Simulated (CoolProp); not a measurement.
Properties of carbon dioxide at several states.

Computed with CoolProp (reference Helmholtz-energy equation of state, Span 1996).

| T (°C) | p (MPa) | phase | Joule-Thomson coefficient (K/MPa) | isothermal compressibility (1/MPa) |
|---|---|---|---|---|
| 485.75 | 9.69 | supercritical | [?] | 0.1020 |
| 631.05 | 4.97 | gas | [?] | 0.1994 |
| 410.35 | 0.0446 | gas | [?] | 22.42 |

### Question
What belongs in the gaps?

### Answer

- 485.75, Joule-Thomson coefficient (K/MPa): 0.9145
- 631.05, Joule-Thomson coefficient (K/MPa): 0.5713
- 410.35, Joule-Thomson coefficient (K/MPa): 1.455
